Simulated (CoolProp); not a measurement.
Vapour-liquid equilibrium of R152A (1) + isobutene (2) at 0.523 MPa; x and y are mole fractions of (1).

Computed with CoolProp (multi-fluid Helmholtz-energy mixture model, Outcalt 1996 and Lemmon 2005; pair parameters Bell 2016).

```
x     bubble temperature, mixture model (°C)  bubble temperature, Raoult's law (°C)  y, mixture model  y, Raoult's law
----  --------------------------------------  -------------------------------------  ----------------  ---------------
0.05                                    39.1                                   42.3             0.152            0.092
0.15                                    32.2                                   39.2             0.348            0.255
0.25                                    28.0                                   36.3             0.468            0.393
0.35                                    25.2                                   33.6             0.551            0.512
0.45                                    23.3                                   31.2             0.615            0.614
0.55                                    21.9                                   29.0             0.670            0.704
0.65                                    21.0                                   26.9             0.725            0.784
0.75                                    20.3                                   25.0             0.783            0.854
0.85                                    20.0                                   23.2             0.852            0.917
0.95                                    20.3                                   21.4             0.943            0.974
```

The largest gap from Raoult's law is -8.4 K in bubble temperature, at x = 0.35. y crosses x between x = 0.85 and 0.95: the model has an azeotrope there.

The pair parameters rest on a limited set of measurements; away from them the model extrapolates.
